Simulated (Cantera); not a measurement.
A closed system holds: 1 mol Al(CH₃)₃, 2.7 mol N₂O, 630 mol N₂, equilibrated at 673.15 K and 0.0133 bar.

Method: chemical equilibrium by Gibbs-energy minimisation in Cantera with the NASA 1993 tables (ideal gas, pure condensed phases). Candidate condensed phases: Al, AlN, Al₂O₃, C, C₆H₆, C₇H₈, C₈H₁₈, H₂O; 148 gas species. The feed counts by its element totals alone. Rates play no part.

Base state: N₂ 0.991, H₂ 0.00691, CO 0.00123, CO₂ 0.000265, H₂O 0.000122 (mole fractions); condensed: Al₂O₃(s) + C(graphite).

Q: What changes in the equilibrium state with this change: temperature from 673.15 K to 2100 K?

A: 
```csv
species,before,after
N₂,0.991,0.986
H₂,0.00691,0.00576
CO,0.00123,0.00421
H,<1e-9,0.00205
Al,<1e-9,0.00156
HCN,<1e-9,0.000432
CO₂,0.000265,<1e-9
H₂O,0.000122,<1e-9
"Al₂O₃(s), mol",0.500,0
"C(graphite), mol",2.04,0
```
